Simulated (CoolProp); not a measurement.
Saturation properties of n-dodecane.

The numbers come from the reference Helmholtz-energy equation of state, Lemmon 2004 in CoolProp. It is a short technical equation, of lower accuracy than the large ones.

```
T (°C)  p (bar)  vapour density (kg/m³)  liquid viscosity (µPa s)
------  -------  ----------------------  ------------------------
207.35   0.8151                   3.704                       208
223.85    1.209                   5.428                       184
240.35    1.739                   7.761                       162
256.85    2.435                   10.88                       143
273.25    3.324                   14.98                       125
289.75    4.453                   20.45                       109
306.25    5.858                   27.73                      93.7
322.75    7.586                   37.57                      79.6
```

It boils at 216.3 °C under 1 atm.

Viscosity comes from a separate model (Huber 2004).
